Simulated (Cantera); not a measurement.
A closed system holds: 1 mol FeS, 1.2 mol H₂S, 5.9 mol N₂, equilibrated at 0.100 bar.

Cantera equilibrium calculation (NASA polynomials, part measured and part estimated; ideal gas, pure solids and liquids). Candidate condensed phases: Fe, FeS, FeS₂, S; 16 gas species. FeS: taken at fixed stoichiometry. Gases not in the tables: S₃ to S₇. Equilibrium is a limit: real reactors are often held back by kinetics, nucleation or transport.

x: gas mole fraction; n: condensed amount in mol.

| T (K) | x N₂ | x H₂S | x H₂ | x S₂ | x SH | n FeS(s) | n FeS₂(s) | n FeS(l) |
|---|---|---|---|---|---|---|---|---|
| 723 | 0.831 | 0.151 | 0.0178 | 1.05e-5 | 1.13e-8 | 0.874 | 0.126 | 0 |
| 823 | 0.828 | 0.162 | 0.00652 | 0.00325 | 5.47e-7 | 1.000 | 0 | 0 |
| 923 | 0.824 | 0.152 | 0.0160 | 0.00801 | 4.39e-6 | 1.00 | 0 | 0 |
| 1023 | 0.818 | ___ | ___ | ___ | ___ | 1.00 | 0 | 0 |
| 1123 | 0.809 | 0.112 | 0.0526 | 0.0263 | 8.14e-5 | 1.00 | 0 | 0 |
| 1223 | 0.800 | 0.0871 | 0.0754 | 0.0377 | 0.000224 | 1.00 | 0 | 0 |
| 1323 | 0.791 | 0.0642 | 0.0964 | 0.0481 | 0.000497 | 1.00 | 0 | 0 |
| 1423 | 0.784 | 0.0457 | 0.113 | 0.0564 | 0.000938 | 1.00 | 0 | 0 |
| 1523 | 0.779 | 0.0322 | 0.125 | 0.0623 | 0.00157 | 0 | 0 | 1.000 |
| 1623 | 0.775 | 0.0228 | 0.134 | 0.0662 | 0.00239 | 0 | 0 | 1.000 |
| 1723 | 0.772 | 0.0163 | 0.139 | 0.0685 | 0.00341 | 0 | 0 | 1.000 |
| 1823 | 0.770 | ___ | 0.142 | 0.0697 | ___ | 0 | 0 | 0.999 |
| 1923 | 0.768 | 0.00884 | 0.144 | 0.0702 | 0.00601 | 0 | 0 | 0.995 |

Problem. Fill in the missing entries.

Solution. 
- 1023, x H₂S: 0.135
- 1023, x H₂: 0.0317
- 1023, x S₂: 0.0159
- 1023, x SH: 2.25e-5
- 1823, x H₂S: 0.0119
- 1823, x SH: 0.00462
